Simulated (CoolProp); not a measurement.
Vapour-liquid equilibrium of n-hexane (1) + hexamethyldisiloxane (MM) (2) at 0.127 MPa; x and y are mole fractions of (1).

Model: multi-fluid Helmholtz-energy mixture model, Thol 2019 and Thol 2016; pair parameters Bell 2016, in CoolProp.

```csv
x,bubble temperature (°C),y at the bubble point,dew temperature at overall composition x (°C),liquid density (mol/L)
0.05,106.5,0.098,107.5,4.198
0.15,102.7,0.267,105.3,4.411
0.25,99.3,0.411,103.1,4.638
0.35,…,0.536,…,4.882
0.45,92.7,0.645,98.3,…
0.55,89.5,0.740,…,5.430
0.65,86.3,0.822,92.5,5.737
0.75,83.2,0.889,89.1,6.071
0.85,80.2,0.943,85.0,6.432
0.95,77.4,0.984,79.7,6.824
```

### Question
Complete the blanks.

### Answer

- 0.35, bubble temperature (°C): 95.9
- 0.35, dew temperature at overall composition x (°C): 100.8
- 0.45, liquid density (mol/L): 5.145
- 0.55, dew temperature at overall composition x (°C): 95.5

No azeotrope shows between x = 0.05 and 0.95.

Pair parameters are fitted to limited data, so mixtures are less certain than the pure fluids.
